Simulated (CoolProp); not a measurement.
Properties of dodecamethylcyclohexasiloxane (D6) along the isotherm 620 K.

Values from CoolProp's reference Helmholtz-energy equation of state, Colonna 2008. It is a short technical equation, of lower accuracy than the large ones.

```json
[
 {"p (kPa)": "7.6", "phase": "gas", "cp (kJ/(kg K))": "1.957", "expansivity (1/kK)": "1.633"},
 {"p (kPa)": "11.8", "phase": "gas", "cp (kJ/(kg K))": "1.958", "expansivity (1/kK)": "1.644"},
 {"p (kPa)": "18.4", "phase": "gas", "cp (kJ/(kg K))": "1.958", "expansivity (1/kK)": "1.663"},
 {"p (kPa)": "28.7", "phase": "gas", "cp (kJ/(kg K))": "1.959", "expansivity (1/kK)": "1.691"},
 {"p (kPa)": "44.7", "phase": "gas", "cp (kJ/(kg K))": "1.960", "expansivity (1/kK)": "1.738"},
 {"p (kPa)": "69.6", "phase": "gas", "cp (kJ/(kg K))": "1.961", "expansivity (1/kK)": "1.814"},
 {"p (kPa)": "108", "phase": "gas", "cp (kJ/(kg K))": "?", "expansivity (1/kK)": "?"},
 {"p (kPa)": "169", "phase": "gas", "cp (kJ/(kg K))": "1.969", "expansivity (1/kK)": "2.177"},
 {"p (kPa)": "263", "phase": "gas", "cp (kJ/(kg K))": "1.980", "expansivity (1/kK)": "2.641"},
 {"p (kPa)": "409", "phase": "gas", "cp (kJ/(kg K))": "?", "expansivity (1/kK)": "3.801"},
 {"p (kPa)": "637", "phase": "gas", "cp (kJ/(kg K))": "2.182", "expansivity (1/kK)": "10.36"},
 {"p (kPa)": "991", "phase": "liquid", "cp (kJ/(kg K))": "2.353", "expansivity (1/kK)": "?"},
 {"p (kPa)": "1540", "phase": "liquid", "cp (kJ/(kg K))": "2.275", "expansivity (1/kK)": "4.339"},
 {"p (kPa)": "2400", "phase": "liquid", "cp (kJ/(kg K))": "2.222", "expansivity (1/kK)": "?"}
]
```

### Question
Complete the blanks.

### Answer

- 108, cp (kJ/(kg K)): 1.964
- 108, expansivity (1/kK): 1.942
- 409, cp (kJ/(kg K)): 2.007
- 991, expansivity (1/kK): 5.987
- 2400, expansivity (1/kK): 3.248
